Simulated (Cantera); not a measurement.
**Si3N4 + F2 (nitride etching)**

A closed system holds: 1 mol Si3N4, a varied amount of F2, at 1273 K and 1.33 mbar.

Method: chemical equilibrium by Gibbs-energy minimisation in Cantera with the NASA 1993 tables (ideal gas, pure condensed phases). Candidate condensed phases: Si, Si3N4; 16 gas species. The tables' values for SiF3, SiF2 are old estimates; treat these amounts as uncertain. Equilibrium is a limit: real reactors are often held back by kinetics, nucleation or transport.

```tsv
n(F2) (mol)	log p SiF4	log p F	log p N2	log p SiF3	log p F2	log p SiF2	n Si3N4(s)
2.2	-3.11	<-14	-3.27	-4.71	<-14	-6.35	0.631
2.9	-3.11	<-14	-3.27	-4.71	<-14	-6.35	0.514
3.5	-3.11	<-14	-3.27	-4.71	<-14	-6.35	0.413
4.2	-3.11	<-14	-3.27	-4.71	<-14	-6.35	0.295
4.9	-3.11	<-14	-3.27	-4.71	<-14	-6.35	0.178
5.6	-3.11	<-14	-3.27	-4.71	<-14	-6.35	0.0606
6.2	-3.13	-4.01	-3.31	<-14	-7.85	<-14	0
6.9	-3.23	-3.45	-3.41	<-14	-6.74	<-14	0
7.6	-3.31	-3.28	-3.49	<-14	-6.41	<-14	0
8.3	-3.38	-3.20	-3.56	<-14	-6.23	<-14	0
9	-3.44	-3.14	-3.62	<-14	-6.11	<-14	0
```
log p: log10 of the partial pressure in bar; n: condensed amount in mol.

From 2.2 mol F2 to 5.6 mol F2 the condensed part is Si3N4(s). From 6.2 mol F2 to 9 mol F2 nothing is condensed. The main Si-bearing gas is SiF4 throughout.
